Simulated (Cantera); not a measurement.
An isothermal, constant-pressure homogeneous reactor starts with N₂O : H₂O = 1 : 0.083 (molar parts), at 1475 K and 0.0286 atm.

Cantera simulation using GRI-Mech 3.0 (53 species, 325 reactions); the numbers are that mechanism's predictions, not measurements. GRI-Mech 3.0 was tuned for natural gas; its chemistry of N2O as a main component is partial and can be far from experiment. Radical loss at walls, strong at low pressure, is not modelled. The temperature is held fixed by assumption; the heat of reaction is taken as removed at once.

x: mole fraction; the columns are a selection and need not sum to one.

```
t (s)       x N₂O   x H₂O      x H₂O₂      x O      x H₂      x O₂
--------  -------  ------  ----------  -------  --------  --------
0.000100    0.923  0.0766    1.08e-10  4.60e-5  4.14e-10   2.10e-5
0.000325    0.923  0.0766  (withheld)  6.51e-5   2.50e-8  0.000124
0.00105     0.921  0.0765  (withheld)  6.58e-5   5.54e-7  0.000514
0.00342     0.916  0.0763  (withheld)  6.63e-5   3.16e-6   0.00193
0.0111      0.898  0.0758  (withheld)  6.60e-5   4.50e-6   0.00661
0.0360      0.846  0.0744  (withheld)  6.41e-5   3.00e-6    0.0211
0.117       0.701  0.0707  (withheld)  6.11e-5   2.37e-6    0.0610
0.380       0.407  0.0630  (withheld)  5.71e-5   2.54e-6     0.143
1.23       0.0936  0.0547  (withheld)  5.02e-5   3.62e-6     0.232
4.00      0.00215  0.0524  (withheld)  2.14e-5   1.98e-6     0.259
```

Some entries are withheld; supply them.


- 0.000325, x H₂O₂: 5.98e-9
- 0.00105, x H₂O₂: 1.23e-7
- 0.00342, x H₂O₂: 2.54e-7
- 0.0111, x H₂O₂: 1.75e-7
- 0.0360, x H₂O₂: 9.80e-8
- 0.117, x H₂O₂: 3.81e-8
- 0.380, x H₂O₂: 1.11e-8
- 1.23, x H₂O₂: 3.56e-9
- 4.00, x H₂O₂: 1.43e-9
